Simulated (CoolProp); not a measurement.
500 sccm (0 °C, 1 atm) of nitrogen bubbles through liquid octamethyltrisiloxane (MDM) at 360.2 K and leaves saturated at a total pressure of 0.15 MPa (ideal gas phase). Each further row changes one setting.

The numbers come from the reference Helmholtz-energy equation of state, Thol 2017 in CoolProp.

```tsv
case	vapour pressure (kPa)	mole fraction of vapour	delivery (mg/min)	delivery (sccm)	change of delivery for a bath 1 K warmer (%)
as stated	12.1	0.0809	465	44.0	?
bath temperature 365.2 K	14.8	?	577	?	4.4
total pressure 0.3 MPa	12.1	0.0405	223	21.1	4.3
```

**Question.** Fill in the missing entries.

**Answer.** 
- as stated, change of delivery for a bath 1 K warmer (%): 4.5
- bath temperature 365.2 K, mole fraction of vapour: 0.0986
- bath temperature 365.2 K, delivery (sccm): 54.7
